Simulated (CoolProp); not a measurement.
The numbers come from the reference Helmholtz-energy equation of state, Thol 2016 in CoolProp.

Task: For hexamethyldisiloxane (MM), give the phase and the density (kg/m³), speed of sound (m/s), Joule-Thomson coefficient (K/MPa), expansivity (1/kK) at 134.55 °C and 5.41 bar.

Result: 
- 134.55 °C and 5.41 bar: liquid; density 633, speed of sound 510, Joule-Thomson coefficient -0.0837, expansivity 2.16
